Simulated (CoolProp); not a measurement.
Saturated liquid density (kg/m³) of nitrogen: the reference equation beside estimates from Tc = 126.2 K, pc = 33.96 bar, ω = 0.037. Rackett uses Z = 0.29056 − 0.08775 ω.

Values from CoolProp's reference Helmholtz-energy equation of state, Span 2000.

```
T (K)  reference  Rackett  Redlich-Kwong  Soave-Redlich-Kwong
-----  ---------  -------  -------------  -------------------
69         842.8    853.4          855.9                847.2
73.7       822.4    833.1          833.0                825.4
78.4       801.3    812.0          808.5                802.1
83.1       779.3    789.9          782.1                777.0
87.8       756.3    766.8          753.6                749.8
92.6       731.3    741.7          722.2                719.6
97.3       705.3    715.5          688.6                687.2
102        677.0    687.1          651.8                651.4
106.7      645.8    655.8          610.8                611.4
111.4      610.3    620.4          564.5                565.8
116.2      566.9    577.5          508.9                510.7
```

Absolute difference from the reference over all 11 rows, mean and median: Rackett 1.5 and 1.4 %, Redlich-Kwong 3.2 and 1.6 %, Soave-Redlich-Kwong 3.0 and 1.6 %.
